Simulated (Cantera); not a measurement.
A closed system holds: 1 mol SiCl₄, 10 mol H₂, at 11.0 mbar.

Method: chemical equilibrium by Gibbs-energy minimisation in Cantera with the NASA 1993 tables (ideal gas, pure condensed phases). Candidate condensed phases: Si; 19 gas species. Gases not in the tables: Si₂H₆ and higher silanes. Rates play no part.

Task: Which condensed phases are stable at each of these points (T (K)): 1223, 1298, 1373, 1448, 1523, 1598, 1673, 1748, 1823?

Result: 
```
T (K)  condensed phases  Si condensed (%)
-----  ----------------  ----------------
1223              Si(s)               5.4
1298           gas only               0.0
1373           gas only               0.0
1448           gas only               0.0
1523           gas only               0.0
1598           gas only               0.0
1673           gas only               0.0
1748           gas only               0.0
1823           gas only               0.0
```

At 1223 K the condensed part is Si(s). From 1298 K to 1823 K nothing is condensed.
